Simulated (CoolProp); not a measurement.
Vapour-liquid equilibrium of toluene (1) + n-octane (2) at 37.85 °C; x and y are mole fractions of (1).

Values from CoolProp's multi-fluid Helmholtz-energy mixture model, Lemmon 2006 and Beckmüller 2019; pair parameters Bell 2016.

Give the bubble pressure and the first vapour's composition at x = 0.2, 0.8, 0.95. Is there an azeotrope?

x = 0.2: 0.04897 bar, y = 0.383; x = 0.8: 0.06833 bar, y = 0.854; x = 0.95: 0.07082 bar, y = 0.960. No azeotrope shows between x = 0.05 and 0.95.

Pair parameters are fitted to limited data, so mixtures are less certain than the pure fluids.
